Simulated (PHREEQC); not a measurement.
Nickel, zinc or cadmium bath

Solution (20 °C): 2.8 mmol/kgw ZnSO4, 27 mmol/kgw KCl and 3 mmol/kgw FeSO4. Closed to the air; pH follows from the charge balance.

The numbers come from PHREEQC with the ion-association model, wateq4f.dat.

No solid was allowed to form.

**Question.** Estimate the pH, ionic strength.

**Answer.** pH 5.91; ionic strength 0.0454 mol/kgw.

**Question.** In which forms is S present?

**Answer.** SO4-2 77 %, ZnSO4 8.9 %, FeSO4 7.4 %, KSO4- 6.2 %, Zn(SO4)2-2 0.7 % of the S.
